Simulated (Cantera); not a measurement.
What does this Cantera script print?

```python
import numpy as np
import cantera as ct

surf = ct.Interface("diamond.yaml", "diamond_100")
gas, bulk = surf.adjacent["gas"], surf.adjacent["diamond"]
k = surf.kinetics_species_index(bulk.species_names[0])
cover = ["c6HH", "c6H*", "c6*H", "c6**", "c6HM", "c6B"]

rows, drift = [], 0.0
print(f"{'P':>10s}{'um/h':>11s}" + "".join(f"{s:>11s}" for s in cover))
for v in [430, 750, 1300, 2300, 4100, 7300, 13000, 23000]:
    T, P, xH, xCH3 = 925, v, 0.04, 0.00032
    gas.TPX = T, P, {"H": xH, "CH3": xCH3, "CH4": 0.0041, "H2": 1 - xH - xCH3 - 0.0041}
    surf.TP = bulk.TP = T, P
    surf.coverages = "c6H*:0.1, c6HH:0.9"
    surf.advance_coverages(100.0)
    before = surf.coverages
    surf.advance_coverages(100.0)
    drift = max(drift, np.max(np.abs(surf.coverages - before) / (surf.coverages + 1e-9)))
    rate = surf.net_production_rates[k] * bulk.mean_molecular_weight / bulk.density * 3.6e9
    rows.append([rate, *surf[cover].coverages])
    print(f"{v:10.4g}{rate:11.4e}" + "".join(f"{x:11.3e}" for x in rows[-1][1:]))
```

Result:

```
         P       um/h       c6HH       c6H*       c6*H       c6**       c6HM        c6B
       430 4.9322e-01  6.625e-01  1.217e-02  3.124e-01  5.436e-03  5.958e-03  1.338e-09
       750 8.6308e-01  6.624e-01  1.220e-02  3.123e-01  5.439e-03  5.978e-03  2.342e-09
      1300 1.4990e+00  6.624e-01  1.224e-02  3.123e-01  5.443e-03  5.989e-03  4.068e-09
      2300 2.6559e+00  6.624e-01  1.231e-02  3.122e-01  5.451e-03  5.997e-03  7.207e-09
      4100 4.7406e+00  6.624e-01  1.245e-02  3.120e-01  5.466e-03  6.003e-03  1.286e-08
      7300 8.4546e+00  6.624e-01  1.269e-02  3.118e-01  5.493e-03  6.009e-03  2.294e-08
   1.3e+04 1.5099e+01  6.623e-01  1.312e-02  3.113e-01  5.539e-03  6.020e-03  4.097e-08
   2.3e+04 2.6857e+01  6.623e-01  1.387e-02  3.106e-01  5.621e-03  6.043e-03  7.288e-08
```

Detailed kinetics in Cantera: the Harris–Goodwin 1993 mechanism for the reconstructed diamond (100) surface.
